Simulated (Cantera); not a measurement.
A perfectly stirred reactor is fed with C₂H₆ : O₂ : N₂ : H₂O = 1 : 8.75 : 32.9 : 0.39 (molar parts), equivalence ratio 0.40, at 0.987 atm; it is adiabatic with a 375 K inlet, and is followed from long to short residence time, starting on the burning branch (τ in s: 0.024, 0.013, 0.0075, 0.0042, 0.0024, 0.0013, 0.00076, 0.00043, 0.00024, 0.00014, 7.7e-05).

Detailed kinetics in Cantera: GRI-Mech 3.0 (53 species, 325 reactions).

Predict: blow-out, bracketed by the residence times tried; x(C₂H₆) at τ = 24.0 ms; x(O₂) at τ = 24.0 ms; x(C₂H₂) at τ = 24.0 ms; x(N₂O) at τ = 24.0 ms; x(C₂H₆) at τ = 1.30 ms; x(O₂) at τ = 1.30 ms.


- blow-out, bracketed by the residence times tried: burning at 7.50 ms, out at 4.20 ms
- x(C₂H₆) at τ = 24.0 ms: 2.29e-5
- x(O₂) at τ = 24.0 ms: 0.122
- x(C₂H₂) at τ = 24.0 ms: 1.62e-6
- x(N₂O) at τ = 24.0 ms: 7.63e-7
- x(C₂H₆) at τ = 1.30 ms: 0.0232
- x(O₂) at τ = 1.30 ms: 0.203
